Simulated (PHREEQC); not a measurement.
A column of 0.1 m (40 cells, dispersivity 0.005 m, 300 s a shift, diffusion coefficient 3e-10 m²/s) holds 0.028 eq of the database's cation exchanger X per kg of pore water, first in equilibrium with 0.014 mol MgCl2 and 1e-05 mol HCl per kg of water. It is flushed with 33 mmol/kgw Na2SO4, 0.41 mmol/kgw CuCl2 and 0.01 mmol/kgw HCl, at 40 °C. Values are for the last cell. CO2 from the air is kept out. No solid was allowed to form.

Computed with PHREEQC (ion-association model, phreeqc.dat).

| pore volumes | Na in solution (mol/kgw) | S in solution (mol/kgw) | Cu in solution (mol/kgw) | Cl in solution (mol/kgw) | Mg in solution (mol/kgw) | CuX2 on the exchanger (mol/kgw) | MgX2 on the exchanger (mol/kgw) |
|---|---|---|---|---|---|---|---|
| 0 | 0 | 0 | 0 | 0.0280 | 0.0140 | 0 | 0.0140 |
| 0.1125 | 0 | 0 | 0 | 0.0280 | 0.0140 | 0 | 0.0140 |
| 0.2125 | 7.99e-11 | 4.61e-10 | 0 | 0.0280 | 0.0140 | 0 | 0.0140 |
| 0.4125 | 5.07e-5 | 8.48e-5 | 2.04e-10 | 0.0279 | 0.0140 | 1.64e-10 | 0.0140 |
| 0.5125 | 0.000520 | 0.000687 | 7.72e-9 | 0.0274 | 0.0141 | 6.21e-9 | 0.0140 |
| 0.6125 | 0.00221 | 0.00249 | 7.81e-8 | 0.0260 | 0.0144 | 6.31e-8 | 0.0139 |
| 0.7125 | 0.00571 | 0.00574 | 3.73e-7 | 0.0233 | 0.0145 | 3.08e-7 | 0.0137 |
| 0.8125 | 0.0110 | 0.0100 | 1.13e-6 | 0.0197 | 0.0144 | 9.61e-7 | 0.0133 |
| 1.012 | 0.0242 | 0.0191 | 4.60e-6 | 0.0123 | 0.0131 | 4.33e-6 | 0.0123 |
| 1.113 | 0.0308 | 0.0228 | 7.22e-6 | 0.00924 | 0.0120 | 7.23e-6 | 0.0117 |
| 1.212 | 0.0367 | 0.0258 | 1.02e-5 | 0.00680 | 0.0108 | 1.09e-5 | 0.0111 |
| 1.312 | 0.0418 | 0.0280 | 1.32e-5 | 0.00495 | 0.00958 | 1.53e-5 | 0.0106 |
| 1.413 | 0.0459 | 0.0296 | 1.61e-5 | 0.00362 | 0.00843 | 2.04e-5 | 0.0100 |
| 1.613 | 0.0520 | 0.0315 | 2.15e-5 | 0.00204 | 0.00651 | 3.21e-5 | 0.00904 |
| 1.712 | 0.0542 | 0.0320 | 2.39e-5 | 0.00161 | 0.00574 | 3.87e-5 | 0.00861 |
| 1.812 | 0.0559 | 0.0324 | 2.63e-5 | 0.00133 | 0.00508 | 4.58e-5 | 0.00821 |
| 1.913 | 0.0573 | 0.0326 | 2.85e-5 | 0.00115 | 0.00452 | 5.33e-5 | 0.00784 |
| 2.013 | 0.0584 | 0.0328 | 3.07e-5 | 0.00103 | 0.00405 | 6.14e-5 | 0.00749 |
| 2.212 | 0.0600 | 0.0329 | 3.51e-5 | 0.000908 | 0.00330 | 7.90e-5 | 0.00688 |
| 2.312 | 0.0607 | 0.0329 | 3.73e-5 | 0.000878 | 0.00301 | 8.86e-5 | 0.00660 |
| 2.413 | 0.0612 | 0.0330 | 3.96e-5 | 0.000860 | 0.00275 | 9.88e-5 | 0.00634 |
| 2.513 | 0.0617 | 0.0330 | 4.20e-5 | 0.000848 | 0.00253 | 0.000110 | 0.00609 |
| 2.612 | 0.0621 | 0.0330 | 4.44e-5 | 0.000841 | 0.00233 | 0.000121 | 0.00586 |
| 2.812 | 0.0627 | 0.0330 | 4.96e-5 | 0.000834 | 0.00200 | 0.000146 | 0.00543 |
| 2.913 | 0.0630 | 0.0330 | 5.24e-5 | 0.000833 | 0.00186 | 0.000159 | 0.00523 |
| 3.013 | 0.0632 | 0.0330 | 5.52e-5 | 0.000832 | 0.00174 | 0.000174 | 0.00504 |

Constants without temperature data keep their 25 °C values here.
